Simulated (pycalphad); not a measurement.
**Effect of Si content in Sn-Si**

All values are pycalphad results on the COST 507 light-alloy database (1999) (1 atm), not direct measurements. The data set is of 1999 and partly superseded. Phase fractions are per mole of atoms.

```tsv
alloy	liquidus (K)	first solid	solidus (K)	phases at 650 K
Sn-0.05926Si (wt.%)	966	diamond (Si)	505	liquid 1.00, diamond (Si) under 0.01
Sn-0.1785Si (wt.%)	1085	diamond (Si)	505	liquid 0.99, diamond (Si) 0.01
Sn-0.2384Si (wt.%)	1120	diamond (Si)	505	liquid 0.99, diamond (Si) 0.01
Sn-0.7264Si (wt.%)	…	diamond (Si)	505	…
```

Some entries are withheld; supply them.


- Sn-0.7264Si (wt.%), liquidus (K): 1269
- Sn-0.7264Si (wt.%), phases at 650 K: liquid 0.97, diamond (Si) 0.03
